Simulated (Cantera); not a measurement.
**Thermodynamics of carbothermic reduction, feed Cu₂O + CO**

Input: 1 mol Cu₂O, a varied amount of CO, at 2200 Pa.

These are equilibrium values from Cantera (NASA tables, ideal gas, pure condensed phases), not measurements of a reactor. Candidate condensed phases: C, Cu, CuO, Cu₂O; 15 gas species. Each liquid is taken as pure. Mutual solubility and eutectic melting of coexisting phases are not modelled. Kinetics and transport are ignored.

Stable condensed phases:

```
T in °C \ n(CO) in mol
         0.69 0.89  1.1  1.5  1.9  2.4  3.1    4  5.1  6.6  8.5
   2100     A    A    A    A    A    A    A    A    A    A    A
   2050     A    A    A    A    A    A    A    A    A    A    A
   2000     A    A    A    A    A    A    A    A    A    A    A
   1950     A    A    A    A    A    A    A    A    A    A    A
   1900     A    A    A    A    A    A    A    A    A    A    A
   1850     B    B    B    A    A    A    A    A    A    A    A
   1800     B    B    B    B    B    B    B    A    A    A    A
   1750     B    B    B    B    B    B    B    B    B    A    A
   1700     B    B    B    B    B    B    B    B    B    B    B
   1650     B    B    B    B    B    B    B    B    B    B    B
   1600     B    B    B    B    B    B    B    B    B    B    B
   1550     C    B    B    B    B    B    B    B    B    B    B
   1500     C    B    B    B    B    B    B    B    B    B    B
```

A: gas only; B: Cu; C: Cu + Cu₂O.
